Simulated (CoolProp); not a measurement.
Saturated liquid density (kg/m³) of decamethylcyclopentasiloxane (D5): the reference equation beside estimates from Tc = 618.3 K, pc = 10.78 bar, ω = 0.631.

Model: reference Helmholtz-energy equation of state, Thol 2019, in CoolProp.

| T (K) | reference | van der Waals | Redlich-Kwong | Soave-Redlich-Kwong | Peng-Robinson |
|---|---|---|---|---|---|
| 302.9 | 948.5 | 512.4 | 761.3 | 803.8 | [?] |
| 314.9 | 935.7 | 506.9 | 752.2 | 796.9 | 894.3 |
| 327 | 922.8 | 501.2 | 742.7 | 789.7 | 886.6 |
| 339 | 910.1 | 495.4 | 733.0 | 782.1 | 878.6 |
| 351 | 897.2 | 489.4 | 722.9 | 774.1 | 870.2 |
| 363.1 | 884.2 | 483.2 | 712.4 | 765.6 | 861.1 |
| 375.1 | 871.3 | 476.9 | 701.5 | 756.7 | 851.7 |
| 387.2 | [?] | 470.4 | 690.1 | 747.2 | [?] |
| 399.2 | 844.8 | 463.7 | 678.5 | [?] | 830.9 |
| 411.2 | 831.4 | [?] | 666.3 | 726.7 | 819.5 |
| 423.3 | [?] | 449.5 | 653.6 | 715.4 | 807.3 |
| 435.3 | 803.7 | 442.1 | [?] | 703.4 | [?] |

Q: What belongs in the gaps?

A: 
- 302.9, Peng-Robinson: 901.5
- 387.2, reference: 858.1
- 387.2, Peng-Robinson: 841.5
- 399.2, Soave-Redlich-Kwong: 737.2
- 411.2, van der Waals: 456.7
- 423.3, reference: 817.6
- 435.3, Redlich-Kwong: 640.4
- 435.3, Peng-Robinson: 794.4

Absolute difference from the reference over all 12 rows, mean and median: van der Waals 45.4 and 45.3 %, Redlich-Kwong 19.7 and 19.6 %, Soave-Redlich-Kwong 13.5 and 13.3 %, Peng-Robinson 2.7 and 2.4 %.
